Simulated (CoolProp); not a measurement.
Saturation properties of ammonia (Tc = 405.6 K, pc = 11.36 MPa, ω = 0.256).

The numbers come from the reference Helmholtz-energy equation of state, Gao 2020 in CoolProp.

```json
[
 {"T (K)": "215.8", "p (MPa)": "0.02593", "vapour density (kg/m³)": "0.2490", "surface tension (mN/m)": "39.6"},
 {"T (K)": "227", "p (MPa)": "0.05100", "vapour density (kg/m³)": "0.4685", "surface tension (mN/m)": "37.1"},
 {"T (K)": "238.2", "p (MPa)": "0.09328", "vapour density (kg/m³)": "0.8237", "surface tension (mN/m)": "34.5"},
 {"T (K)": "249.5", "p (MPa)": "0.1612", "vapour density (kg/m³)": "1.374", "surface tension (mN/m)": "31.9"},
 {"T (K)": "260.7", "p (MPa)": "0.2628", "vapour density (kg/m³)": "2.174", "surface tension (mN/m)": "29.2"},
 {"T (K)": "272", "p (MPa)": "0.4111", "vapour density (kg/m³)": "3.317", "surface tension (mN/m)": "26.6"},
 {"T (K)": "283.2", "p (MPa)": "0.6159", "vapour density (kg/m³)": "4.874", "surface tension (mN/m)": "23.9"},
 {"T (K)": "294.4", "p (MPa)": "0.8918", "vapour density (kg/m³)": "6.961", "surface tension (mN/m)": "21.3"},
 {"T (K)": "305.7", "p (MPa)": "1.258", "vapour density (kg/m³)": "9.740", "surface tension (mN/m)": "18.8"},
 {"T (K)": "316.9", "p (MPa)": "1.723", "vapour density (kg/m³)": "13.33", "surface tension (mN/m)": "16.3"},
 {"T (K)": "328.2", "p (MPa)": "2.313", "vapour density (kg/m³)": "18.02", "surface tension (mN/m)": "13.8"},
 {"T (K)": "339.4", "p (MPa)": "3.036", "vapour density (kg/m³)": "24.02", "surface tension (mN/m)": "11.4"},
 {"T (K)": "350.6", "p (MPa)": "3.917", "vapour density (kg/m³)": "31.81", "surface tension (mN/m)": "9.11"},
 {"T (K)": "361.9", "p (MPa)": "4.986", "vapour density (kg/m³)": "42.15", "surface tension (mN/m)": "6.89"}
]
```

It boils at 239.8 K under 1 atm.

Surface tension comes from a separate correlation (Mulero 2012).
